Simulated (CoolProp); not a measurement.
Hexamethyldisiloxane (MM) at 573.69 K and 1.49 MPa is throttled through a valve to 0.687 MPa with no heat exchange. Each further row changes one setting.

Computed with CoolProp (reference Helmholtz-energy equation of state, Thol 2016).

```
case                       temperature change (K)  final density (kg/m³)
-------------------------  ----------------------  ---------------------
as stated                                     ___                    ___
outlet pressure 0.206 MPa                     ___                    ___
outlet pressure 0.893 MPa                     ___                    ___
```

### Question
Complete the blanks.

### Answer

- as stated, temperature change (K): -6.5
- as stated, final density (kg/m³): 26.2
- outlet pressure 0.206 MPa, temperature change (K): -10.0
- outlet pressure 0.206 MPa, final density (kg/m³): 7.35
- outlet pressure 0.893 MPa, temperature change (K): -4.9
- outlet pressure 0.893 MPa, final density (kg/m³): 35.1
